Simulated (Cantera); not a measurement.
An adiabatic, constant-volume homogeneous reactor starts with CH4 : C2H6 : O2 : N2 : H2O = 1 : 0.031 : 2.29 : 8.62 : 0.33 (molar parts), at 1373 K and 25000 Pa. Integrator tolerance rtol = 1e-08.

Computed with Cantera and GRI-Mech 3.0 (53 species, 325 reactions).

| quantity | before | after |
|---|---|---|
| time of steepest temperature rise | 5.28 ms | 0.329 ms |
| temperature at 1.00 s | 2699 K | 2766 K |
| equilibrium temperature | 2699 K | 2766 K |
| x(CH4) at 1.00 s | <1e-12 (gas-phase equilibrium <1e-12) | <1e-12 (gas-phase equilibrium <1e-12) |
| x(C2H6) at 1.00 s | <1e-12 (gas-phase equilibrium <1e-12) | <1e-12 (gas-phase equilibrium <1e-12) |
| x(O2) at 1.00 s | 0.0289 (gas-phase equilibrium 0.0289) | 0.0315 (gas-phase equilibrium 0.0315) |
| x(H2O) at 1.00 s | 0.153 (gas-phase equilibrium 0.153) | 0.140 (gas-phase equilibrium 0.140) |
| x(C2H) at 1.00 s | <1e-12 (gas-phase equilibrium <1e-12) | <1e-12 (gas-phase equilibrium <1e-12) |
| x(H2) at 1.00 s | 0.0183 (gas-phase equilibrium 0.0183) | 0.0229 (gas-phase equilibrium 0.0229) |
| x(CO2) at 1.00 s | 0.0457 (gas-phase equilibrium 0.0457) | 0.0384 (gas-phase equilibrium 0.0384) |

Problem. Name the change that produced these shifts.
A) initial temperature 1373 to 998 K
B) initial temperature 1373 to 1675 K
C) C2H6 0.031 to 0.082 parts
D) initial temperature 1373 to 1525 K

Solution. B, initial temperature 1373 to 1675 K
